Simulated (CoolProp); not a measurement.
2000 sccm (0 °C, 1 atm) of nitrogen bubbles through liquid octamethyltrisiloxane (MDM) at 320.1 K and leaves saturated at a total pressure of 0.0486 MPa (ideal gas phase). Each further row changes one setting.

Values from CoolProp's reference Helmholtz-energy equation of state, Thol 2017.

```json
[
 {"case": "as stated", "vapour pressure (kPa)": "1.86", "mole fraction of vapour": "___", "delivery (mg/min)": "838", "delivery (sccm)": "79.4", "change of delivery for a bath 1 K warmer (%)": "___"},
 {"case": "bath temperature 325.1 K", "vapour pressure (kPa)": "___", "mole fraction of vapour": "0.0499", "delivery (mg/min)": "1110", "delivery (sccm)": "___", "change of delivery for a bath 1 K warmer (%)": "5.7"},
 {"case": "total pressure 0.0972 MPa", "vapour pressure (kPa)": "1.86", "mole fraction of vapour": "0.0191", "delivery (mg/min)": "411", "delivery (sccm)": "38.9", "change of delivery for a bath 1 K warmer (%)": "5.7"}
]
```

Problem. Complete the blanks.

Solution. 
- as stated, mole fraction of vapour: 0.0382
- as stated, change of delivery for a bath 1 K warmer (%): 5.8
- bath temperature 325.1 K, vapour pressure (kPa): 2.42
- bath temperature 325.1 K, delivery (sccm): 105
